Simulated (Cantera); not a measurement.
**Boron, boron nitride and boron oxide: B + H2O + N2**

Charge: 1 mol B, 0.091 mol H2O, a varied amount of N2, equilibrated at 13.3 mbar.

Equilibrium computed with Cantera from the NASA thermochemical tables; the gas is ideal and each condensed phase is pure. Candidate condensed phases: B, BN, B2O3, B3O3H3, H2O; 39 gas species. N2 is the only nitrogen source here; it is nearly inert below about 1500 K, so the nitride shown seldom forms there in practice. Mutual solubility and eutectic melting of coexisting phases are not modelled. Gases not in the tables: H3BO3. Kinetics and transport are ignored.

Stable condensed phases:

```
T in °C \ n(N2) in mol
          0.1 0.16 0.26 0.42 0.66  1.1  1.7
   2150     A    A    A    A    A    A    A
   2050     A    A    B    B    B    C    C
   1950     B    B    B    B    C    C    C
   1850     B    B    B    B    C    C    C
   1750     B    B    B    B    C    C    C
   1650     B    B    B    B    C    C    C
   1550     B    B    B    B    C    C    C
   1450     B    B    B    B    C    C    C
   1350     D    D    D    D    E    E    C
   1250     D    D    D    D    E    E    E
   1150     D    D    D    D    E    E    E
   1050     D    D    D    D    E    E    E
    950     D    D    D    D    E    E    E
    850     D    D    D    D    E    E    E
```

A: B; B: B + BN; C: BN; D: B + BN + B2O3; E: BN + B2O3.
